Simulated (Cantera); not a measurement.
What does this Cantera script print?

```python
import numpy as np
import cantera as ct

gas_names = [...]  # 113 gases of nasa_gas.yaml made of C, H, O, Pb
cond_names = """
    C(gr) C6H6(L) C7H8(L) C8H18(L),n-octa H2O(s) H2O(L) Pb(cr) Pb(L) PbO(rd) PbO(yw) PbO(L) PbO2(s)
    Pb3O4(s)
""".split()


# ... load() reads the species with a 1 bar reference pressure and builds the phases ...
atoms = {
    'PbO': {'Pb': 1, 'O': 1},
    'C': {'C': 1},
    'H2': {'H': 2},
}
top_T = {'C(gr)': 4500, 'Pb3O4(s)': 820}  # K; cautious upper limits of use, not melting points


# ... equilibrate(T, P, feed) seeds the gas with the atoms and calls Mixture.equilibrate('TP', solver="vcs", rtol=1e-11, max_steps=5000) ...
results = []
feed = {'PbO': 1, 'C': 5.8, 'H2': 17}  # mol
P = 99  # Pa
for T in [1675, 1725, 1775, 1825, 1875, 1925, 1975, 2025, 2075, 2125, 2175, 2225]:
    mix = equilibrate(T, P, feed)
    results.append((T, P, feed, dict(zip(mix.species_names, mix.species_moles))))

top = {s: max(r[3][s] / sum(r[3][g] for g in gas_names) for r in results) for s in gas_names}
cols = sorted((s for s in top if top[s] > 0.0001), key=lambda s: -top[s])[:7]
seen = [c for c in cond_names if any(r[3].get(c, 0) > 1e-12 for r in results)]
print("log10 of partial pressures in bar; condensed amounts in mol")
print(f"{'T/K':>10s}" + "".join(f"{s[:9]:>10s}" for s in cols + seen))
for T, P, feed, n in results:
    ng = sum(n[g] for g in gas_names)
    print(f"{T:10.4g}" + "".join(f"{np.log10(max(n[s] / ng * P / 1e5, 1e-99)):10.3f}" for s in cols)
          + "".join(f"{n.get(c, 0):10.4g}" for c in seen))
```

Result:

```
log10 of partial pressures in bar; condensed amounts in mol
       T/K        H2         H        CO        Pb C2H2,acet     C(gr)
      1675    -3.054    -5.462    -4.284    -4.284    -7.290     4.798
      1725    -3.055    -5.259    -4.284    -4.284    -7.091     4.797
      1775    -3.057    -5.067    -4.285    -4.285    -6.903     4.795
      1825    -3.059    -4.886    -4.286    -4.286    -6.727     4.793
      1875    -3.062    -4.714    -4.287    -4.287    -6.561     4.789
      1925    -3.066    -4.553    -4.289    -4.289    -6.405     4.785
      1975    -3.072    -4.400    -4.292    -4.292    -6.259     4.778
      2025    -3.080    -4.255    -4.295    -4.295    -6.123      4.77
      2075    -3.090    -4.120    -4.300    -4.300    -5.996      4.76
      2125    -3.104    -3.992    -4.306    -4.306    -5.879     4.746
      2175    -3.121    -3.872    -4.314    -4.314    -5.772      4.73
      2225    -3.143    -3.760    -4.323    -4.323    -5.676      4.71
```

Equilibrium computed with Cantera from the NASA thermochemical tables; the gas is ideal and each condensed phase is pure.
